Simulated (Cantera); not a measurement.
A closed system holds: 1 mol Fe₂O₃, 4.4 mol H₂S, 2.2 mol CO₂, equilibrated at 973.15 K and 43.5 Torr.

Equilibrium computed with Cantera from the NASA thermochemical tables; the gas is ideal and each condensed phase is pure. Candidate condensed phases: C, C₆H₆, C₇H₈, C₈H₁₈, Fe, Fe(CO)₅, FeO, Fe(OH)₂, Fe(OH)₃, FeS, FeSO₄, FeS₂, Fe₂O₃, Fe₂(SO₄)₃, Fe₃O₄, H₂O, H₂SO₄, S; 127 gas species. FeS: taken at fixed stoichiometry. Gases not in the tables: S₃ to S₇. Kinetics and transport are ignored.

Base state: H₂O 0.418, CO₂ 0.298, H₂S 0.181, S₂ 0.0730, H₂ 0.0152, CO 0.00673, SO₂ 0.00491, COS 0.00253 (mole fractions); condensed: FeS(s).

Q: What changes in the equilibrium state with this change: H₂S from 4.4 to 0.085 mol?

A: 
```tsv
species	before	after
CO₂	0.298	0.928
SO₂	0.00491	0.0359
H₂O	0.418	0.0359
H₂S	0.181	<1e-9
S₂	0.0730	<1e-9
H₂	0.0152	5.36e-7
COS	0.00253	<1e-9
S₂O	0.000285	<1e-9
SH	2.13e-5	<1e-9
CO	0.00673	8.61e-6
FeS(s), mol	2.00	0
Fe₂O₃(s), mol	0	0.235
Fe₃O₄(s), mol	0	0.510
```

Q: What changes in the equilibrium state with this change: CO₂ from 2.2 to 0.75 mol?

A: 
```csv
species,before,after
H₂O,0.418,0.519
H₂S,0.181,0.236
CO₂,0.298,0.128
S₂,0.0730,0.0888
H₂,0.0152,0.0180
CO,0.00673,0.00275
COS,0.00253,0.00114
S₂O,0.000285,0.000363
"FeS(s), mol",2.00,2.00
```
